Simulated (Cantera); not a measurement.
Feed: 1 mol SiCl₄, 0.11 mol H₂O, 19 mol H₂, held at 650 °C and 0.0620 bar.

Cantera equilibrium calculation (NASA polynomials, part measured and part estimated; ideal gas, pure solids and liquids). Candidate condensed phases: H₂O, Si, SiO₂; 30 gas species. The tables' values for SiCl₃ are old estimates; treat these amounts as uncertain. Equilibrium is a limit: real reactors are often held back by kinetics, nucleation or transport.

Base state: H₂ 0.935, SiCl₄ 0.0394, HCl 0.0185, SiHCl₃ 0.00711, SiCl₃ 0.000176, SiH₂Cl₂ 0.000125, SiCl₂ 3.16e-5 (mole fractions); condensed: SiO₂(β-quartz).

What changes in the equilibrium state with this change: H₂O from 0.11 to 1.3 mol?


| species | before | after |
|---|---|---|
| H₂ | 0.935 | 0.865 |
| HCl | 0.0185 | 0.119 |
| SiCl₄ | 0.0394 | 0.0155 |
| SiH₂Cl₂ | 0.000125 | 1.03e-6 |
| SiCl₂ | 3.16e-5 | 2.79e-7 |
| SiHCl₃ | 0.00711 | 0.000403 |
| SiO₂(β-quartz), mol | 0.0550 | 0.650 |
